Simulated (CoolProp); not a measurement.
Saturation properties of n-hexane.

Model: reference Helmholtz-energy equation of state, Thol 2019, in CoolProp.

```
T (K)     p (kPa)  liquid density (kg/m³)  vapour viscosity (µPa s)  liquid conductivity (mW/(m K))
-----  ----------  ----------------------  ------------------------  ------------------------------
369.1       221.7                   585.3                      7.70                             101
371.5       236.1                   582.7                      7.76                             100
373.9       251.1                   580.1                      7.81                            99.9
376.3       266.9                   577.5                (withheld)                            99.4
378.7       283.4                   574.9                      7.94                            98.8
381.1  (withheld)                   572.2                      8.00                            98.3
383.5       318.8                   569.5                      8.07                            97.8
385.9       337.6                   566.8                      8.13                            97.2
388.3  (withheld)                   564.0                      8.20                            96.7
390.6       377.1                   561.4                      8.27                            96.2
393         398.5              (withheld)                (withheld)                            95.7
395.4       420.8                   555.7                      8.43                            95.2
```

Q: Some entries are withheld; supply them.

A: 
- 376.3, vapour viscosity (µPa s): 7.87
- 381.1, p (kPa): 300.7
- 388.3, p (kPa): 357.4
- 393, liquid density (kg/m³): 558.6
- 393, vapour viscosity (µPa s): 8.35

It boils at 341.9 K under 1 atm.

Viscosity comes from a separate model (Michailidou 2013). Thermal conductivity comes from a separate model (Assael 2013).
